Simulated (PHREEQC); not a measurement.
Alkaline etch or developer (model solution)

Solution (25 °C): 0.018 mol/kgw TMAH and 0.0002 mol/kgw Na2CO3. Closed to the air; pH follows from the charge balance.

All values are PHREEQC results (ion-association model, wateq4f.dat), not measurements.

Each row changes one thing in this solution. Precipitation was switched off in this run.

```tsv
case	pH	ionic strength (mol/kgw)
as made	12.20	0.0186
Na2CO3 left out	12.20	0.0180
TMAH left out	10.08	0.000475
diluted 5-fold with water	11.53	0.00372
0.022 mol/kgw NaOH added	12.52	0.0405
diluted 100-fold with water	10.25	0.000185
temperature from 25 to 10 °C	12.73	0.0186
```

Complexes and solids missing from the database can't appear. (CH3)4N+ isn't in the database: it is added as a free cation with an ion size of 4 Å. Away from 25 °C the constants follow the database's enthalpies or fits; those with neither stay at their 25 °C values.
